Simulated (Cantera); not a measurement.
B₂H₆ + H₂O + N₂ (boron, boron nitride and boron oxide)

Feed: 1 mol B₂H₆, 0.42 mol H₂O, 14 mol N₂, held at 1900 K and 0.0120 bar.

Method: chemical equilibrium by Gibbs-energy minimisation in Cantera with the NASA 1993 tables (ideal gas, pure condensed phases). Candidate condensed phases: B, BN, B₂O₃, B₃O₃H₃, H₂O; 39 gas species. The feed counts by its element totals alone. Kinetics and transport are ignored.

```json
{
  "x(N₂)": "0.782",
  "x(H₂)": "0.194",
  "x(HBO)": "0.0131",
  "x(BO)": "0.00345",
  "x(H)": "0.00319",
  "x(B₂O₂)": "0.00282",
  "x(B₂O₃)": "0.000617",
  "x(HBO₂)": "0.000398",
  "x(H₂O)": "2.27e-5",
  "n(BN(s))": "1.60 mol",
  "gas_amount": "16.88 mol",
  "log10 activity of B(s) (absent)": "-1.29",
  "log10 activity of B₃O₃H₃(s) (absent)": "-14.61"
}
```
